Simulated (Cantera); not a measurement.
**Thermodynamics of silicon oxide and oxynitride deposition, feed HMDSO + NO + CO₂**

Charge: 1 mol HMDSO, 17 mol NO, 0.15 mol CO₂, held at 1.00 Torr.

Cantera equilibrium calculation (NASA polynomials, part measured and part estimated; ideal gas, pure solids and liquids). Candidate condensed phases: C, C₆H₆, C₇H₈, C₈H₁₈, H₂O, Si, SiC, SiO₂, Si₂N₂O, Si₃N₄; 151 gas species. The feed counts by its element totals alone. The tables hold silica as quartz up to 1696 K and as liquid above; real silica turns to tridymite and cristobalite and melts near 1996 K. Rates play no part.

```
T (K)   x N₂   x H₂  x CO₂  x H₂O    x CO     x CH₄       x H  n SiO₂(α-quartz)  n SiO₂(β-quartz)
-----  -----  -----  -----  -----  ------  --------  --------  ----------------  ----------------
648    0.360  0.262  0.228  0.118  0.0318  0.000649    <1e-12              2.00                 0
698    0.359  0.252  0.216  0.129  0.0440   3.94e-5    <1e-12              2.00                 0
748    0.359  0.240  0.204  0.141  0.0560   3.13e-6  3.86e-12              2.00                 0
798    0.359  0.228  0.192  0.152  0.0676   3.22e-7  3.49e-11              2.00                 0
848    0.359  0.218  0.182  0.163  0.0784   4.16e-8  2.43e-10                 0              2.00
898    0.359  0.207  0.172  0.173  0.0885   6.57e-9   1.37e-9                 0              2.00
948    0.359  0.198  0.162  0.182  0.0977   1.23e-9   6.39e-9                 0              2.00
998    0.359  0.190  0.154  0.191   0.106  2.70e-10   2.57e-8                 0              2.00
1048   0.359  0.182  0.146  0.198   0.114  6.75e-11   9.04e-8                 0              2.00
1098   0.359  0.176  0.140  0.205   0.120  1.90e-11   2.84e-7                 0              2.00
1148   0.359  0.169  0.133  0.211   0.127  5.93e-12   8.08e-7                 0              2.00
1198   0.359  0.164  0.128  0.217   0.132  2.03e-12   2.11e-6                 0              2.00
```
x: gas mole fraction; n: condensed amount in mol.

From 648 K to 798 K the condensed part is SiO₂(α-quartz). From 848 K to 1198 K the condensed part is SiO₂(β-quartz).
